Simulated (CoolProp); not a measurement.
Octamethylcyclotetrasiloxane (D4) along the isobar 6.79 bar: density (kg/m³) from the reference equation and from simpler models built on Tc = 586.5 K, pc = 13.47 bar, ω = 0.598; each cubic takes its own stable root.

Values from CoolProp's reference Helmholtz-energy equation of state, Thol 2015.

```tsv
T (K)	phase	reference	van der Waals	Redlich-Kwong	Soave-Redlich-Kwong	Peng-Robinson
515.5	liquid	661.9	64.12	517.5	581.5	658.9
524.5	liquid	643.6	61.68	66.84	559.2	633.4
533.5	liquid	623.2	59.50	63.62	533.8	604.5
551.6	gas	61.69	55.74	58.48	60.42	62.03
560.6	gas	58.57	54.11	56.38	57.59	59.06
569.7	gas	55.96	52.59	54.48	55.15	56.50
578.7	gas	53.74	51.20	52.78	53.05	54.30
587.7	gas	51.80	49.90	51.23	51.20	52.36
596.8	gas	50.07	48.67	49.79	49.51	50.60
605.8	gas	48.52	47.53	48.47	48.01	49.04
```

At some of these states van der Waals, Redlich-Kwong gives the other phase, because its saturation line lies elsewhere.
